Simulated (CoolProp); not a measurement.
n-dodecane at several states: Z from the reference equation and from simpler models built on Tc = 385.0 °C, pc = 1.818 MPa, ω = 0.574; each cubic takes its own stable root.

Model: reference Helmholtz-energy equation of state, Lemmon 2004, in CoolProp. It is a short technical equation, of lower accuracy than the large ones.

```
T (°C)  p (MPa)   phase   reference  van der Waals  Soave-Redlich-Kwong
------  -------  ------  ----------  -------------  -------------------
266.35     4.82  liquid      0.3255     (withheld)           (withheld)
334.15     1.77  liquid  (withheld)     (withheld)           (withheld)
81.15      1.58  liquid  (withheld)         0.2483           (withheld)
292.25     1.03  liquid     0.07226         0.1379              0.08908
31.35    0.0158  liquid    0.001435         0.9850           (withheld)
```

### Question
Some entries are withheld; supply them.

### Answer

- 266.35, van der Waals: 0.5655
- 266.35, Soave-Redlich-Kwong: 0.3888
- 334.15, reference: 0.1288
- 334.15, van der Waals: 0.2333
- 334.15, Soave-Redlich-Kwong: 0.1618
- 81.15, reference: 0.1295
- 81.15, Soave-Redlich-Kwong: 0.1599
- 31.35, Soave-Redlich-Kwong: 0.001804

At some of these states van der Waals gives the other phase, because its saturation line lies elsewhere.
